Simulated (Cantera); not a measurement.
A Cantera script and what it prints.

```python
import numpy as np
import cantera as ct

gas_names = [...]  # 92 gases of nasa_gas.yaml made of C, H, N
cond_names = """
    C(gr) C6H6(L) C7H8(L) C8H18(L),n-octa
""".split()


# ... load() reads the species with a 1 bar reference pressure and builds the phases ...
atoms = {
    'C2H2': {'C': 2, 'H': 2},
    'NH3': {'N': 1, 'H': 3},
}
top_T = {'C(gr)': 4500}  # K; cautious upper limits of use, not melting points


# ... equilibrate(T, P, feed) seeds the gas with the atoms and calls Mixture.equilibrate('TP', solver="vcs", rtol=1e-11, max_steps=5000) ...
results = []
feed = {'C2H2': 1, 'NH3': 0.81}  # mol
P = 570000  # Pa
for T in [1900, 1950, 2000, 2050, 2100, 2150, 2200, 2250, 2300, 2350, 2400, 2450, 2500, 2550]:
    mix = equilibrate(T, P, feed)
    results.append((T, P, feed, dict(zip(mix.species_names, mix.species_moles))))

top = {s: max(r[3][s] / sum(r[3][g] for g in gas_names) for r in results) for s in gas_names}
cols = sorted((s for s in top if top[s] > 0.001), key=lambda s: -top[s])[:9]
seen = [c for c in cond_names if any(r[3].get(c, 0) > 1e-12 for r in results)]
print("log10 of partial pressures in bar; condensed amounts in mol")
print(f"{'T/K':>10s}" + "".join(f"{s[:9]:>10s}" for s in cols + seen))
for T, P, feed, n in results:
    ng = sum(n[g] for g in gas_names)
    print(f"{T:10.4g}" + "".join(f"{np.log10(max(n[s] / ng * P / 1e5, 1e-99)):10.3f}" for s in cols)
          + "".join(f"{n.get(c, 0):10.4g}" for c in seen))
```

Result:

```
log10 of partial pressures in bar; condensed amounts in mol
       T/K        H2        N2       HCN         H C2H2,acet       HNC       CH4     C(gr)
      1900     0.680    -0.059    -1.701    -2.760    -2.738    -3.029    -1.890     1.983
      1950     0.680    -0.061    -1.609    -2.601    -2.582    -2.895    -1.953      1.98
      2000     0.680    -0.062    -1.523    -2.449    -2.435    -2.768    -2.013     1.977
      2050     0.679    -0.064    -1.440    -2.305    -2.295    -2.647    -2.070     1.974
      2100     0.679    -0.066    -1.362    -2.167    -2.161    -2.533    -2.124     1.969
      2150     0.678    -0.069    -1.288    -2.036    -2.035    -2.424    -2.176     1.963
      2200     0.677    -0.071    -1.218    -1.911    -1.914    -2.320    -2.226     1.956
      2250     0.676    -0.074    -1.151    -1.791    -1.799    -2.222    -2.274     1.947
      2300     0.675    -0.078    -1.088    -1.677    -1.690    -2.128    -2.320     1.938
      2350     0.673    -0.082    -1.028    -1.568    -1.585    -2.039    -2.365     1.926
      2400     0.671    -0.086    -0.971    -1.463    -1.486    -1.954    -2.408     1.913
      2450     0.669    -0.091    -0.916    -1.363    -1.390    -1.873    -2.450     1.898
      2500     0.666    -0.096    -0.865    -1.266    -1.300    -1.796    -2.491     1.881
      2550     0.663    -0.102    -0.816    -1.174    -1.213    -1.723    -2.532     1.861
```

Cantera equilibrium calculation (NASA polynomials, part measured and part estimated; ideal gas, pure solids and liquids).
